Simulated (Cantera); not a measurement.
Feed: 1 mol SiH4, 0.83 mol NO, 1.8 mol H2, at 825 K and 0.0133 bar.

Equilibrium computed with Cantera from the NASA thermochemical tables; the gas is ideal and each condensed phase is pure. Candidate condensed phases: H2O, Si, SiO2, Si2N2O, Si3N4; 35 gas species. Kinetics and transport are ignored.

Base state: H2 0.993, N2 0.00653 (mole fractions); condensed: SiO2(α-quartz) + Si2N2O(s).

Question: What changes in the equilibrium state with this change: SiH4 replaced by Si2H6?

Answer: 
```
species               before  after
-------------------  -------  -----
H2                     0.993   1.00
N2                   0.00653  <1e-9
SiO2(α-quartz), mol    0.220  0.207
Si2N2O(s), mol         0.390  0.415
Si(s), mol                 0  0.963
```
The feed counts by its element totals alone.
